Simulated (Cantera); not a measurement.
A closed system holds: 1 mol Al, a varied amount of HCl, 0.4 mol H2, at 1123.15 K and 10.0 mbar.

Equilibrium computed with Cantera from the NASA thermochemical tables; the gas is ideal and each condensed phase is pure. Candidate condensed phases: Al, AlCl3; 12 gas species. The tables' values for AlCl2 are old estimates; treat these amounts as uncertain. Rates play no part.

log p: log10 of the partial pressure in bar; n: condensed amount in mol.

| n(HCl) (mol) | log p H2 | log p AlCl | log p AlCl3 | log p AlCl2 | log p HCl | log p Al2Cl6 | log p H | n Al(l) |
|---|---|---|---|---|---|---|---|---|
| 0.019 | -2.02 | -3.37 | -5.53 | -5.31 | -6.28 | -12.72 | -8.38 | 0.981 |
| 0.026 | -2.03 | -3.25 | -5.18 | -5.08 | -6.17 | -12.02 | -8.38 | 0.975 |
| 0.036 | -2.03 | -3.14 | -4.84 | -4.85 | -6.06 | -11.34 | -8.39 | 0.966 |
| 0.05 | -2.04 | -3.03 | -4.52 | -4.64 | -5.96 | -10.70 | -8.39 | 0.954 |
| 0.069 | -2.06 | … | … | -4.45 | … | … | -8.40 | 0.939 |
| 0.096 | -2.07 | … | … | -4.28 | … | … | -8.41 | 0.918 |
| 0.13 | -2.09 | -2.79 | -3.78 | -4.15 | -5.73 | -9.22 | -8.41 | 0.893 |
| 0.19 | -2.11 | -2.71 | -3.56 | -4.00 | -5.67 | -8.78 | -8.43 | 0.852 |
| 0.26 | -2.14 | -2.66 | -3.41 | -3.90 | -5.63 | -8.48 | -8.44 | 0.806 |
| 0.36 | -2.16 | -2.62 | -3.28 | -3.81 | -5.60 | -8.21 | -8.45 | 0.742 |
| 0.5 | -2.19 | -2.58 | -3.17 | -3.74 | -5.58 | -7.99 | -8.46 | 0.654 |

### Question
Complete the blanks.

### Answer

- 0.069, log p AlCl: -2.94
- 0.069, log p AlCl3: -4.24
- 0.069, log p HCl: -5.87
- 0.069, log p Al2Cl6: -10.14
- 0.096, log p AlCl: -2.86
- 0.096, log p AlCl3: -3.99
- 0.096, log p HCl: -5.79
- 0.096, log p Al2Cl6: -9.63
